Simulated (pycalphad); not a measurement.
Computed with pycalphad from the COST 507 light-alloy database (1999), at 1 atm. The data set is of 1999 and partly superseded. Phase fractions are per mole of atoms. Kinetics are ignored, which matters at the lower temperatures.

**Question.** Give the equilibrium state of Si-5.45Y (at.%) at 527 °C.

**Answer.** diamond (Si), fraction 0.837, with no Y at.%; SI2Y_R, fraction 0.164, with 33.3 Y at.%.

**Question.** Give the equilibrium state of Si-5.45Y (at.%) at 1277 °C.

**Answer.** 
```
T = 1550.00 K, P = 101325 Pa, N = 1 mol of atoms
G = -72915 J/mol, H = 51860 J/mol, S = 80.50 J/(mol K)  (SER reference)
chemical potentials (J/mol): Si -59910, Y -298540
phase             fraction      x(Si)       x(Y)
LIQUID              0.5807     0.9061     0.0939
DIAMOND_A4          0.4193     1.0000       none
```

Database names, with the compositions (at.%) that they take in these runs: SI2Y_R: Si 67 Y 33. DIAMOND_A4 is diamond (Si). An entry "none" or "no" means that the model of the phase leaves that element out.
